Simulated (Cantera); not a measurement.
## Adiabatic ignition

An adiabatic, constant-pressure homogeneous reactor starts with 3.55 % CH4, 0.675 % C2H6, 19.3 % O2, 72.5 % N2, 3.91 % H2O, equivalence ratio 0.49, at 975 K and 4500 Torr.

Model: GRI-Mech 3.0 (53 species, 325 reactions), integrated in Cantera. Below about 1000 K GRI-Mech 3.0 lacks low-temperature oxidation paths.

```csv
t (s),T (K),x CH4,x C2H6,x O2,x H,x CO2,x O
1.00e-6,975,0.0355,0.00675,0.193,<1e-12,<1e-12,<1e-12
4.29e-6,975,0.0355,0.00675,0.193,<1e-12,<1e-12,<1e-12
1.84e-5,975,0.0355,0.00675,0.193,<1e-12,<1e-12,<1e-12
7.88e-5,975,0.0355,0.00675,0.193,<1e-12,<1e-12,<1e-12
0.000338,975,0.0355,0.00675,0.193,<1e-12,<1e-12,<1e-12
0.00145,975,0.0355,0.00675,0.193,<1e-12,<1e-12,<1e-12
0.00621,975,0.0355,0.00675,0.193,<1e-12,<1e-12,<1e-12
0.0266,975,0.0355,0.00674,0.193,6.69e-11,1.70e-10,2.17e-11
0.114,1982,<1e-12,<1e-12,0.0980,3.85e-6,0.0488,7.46e-5
0.490,1980,<1e-12,<1e-12,0.0975,3.77e-6,0.0488,7.33e-5
2.10,1974,<1e-12,<1e-12,0.0964,3.57e-6,0.0488,6.98e-5
9.00,1972,<1e-12,<1e-12,0.0957,3.47e-6,0.0488,6.81e-5
```
x: mole fraction; the columns are a selection and need not sum to one.

```yaml
time_of_steepest_temperature_rise: 82.2 ms
temperature at 9.00 s: 1972 K
equilibrium_temperature: 1972 K
x(CH4) at 9.00 s: <1e-12 (gas-phase equilibrium <1e-12)
x(C2H6) at 9.00 s: <1e-12 (gas-phase equilibrium <1e-12)
x(O2) at 9.00 s: 0.0957 (gas-phase equilibrium 0.0957)
```
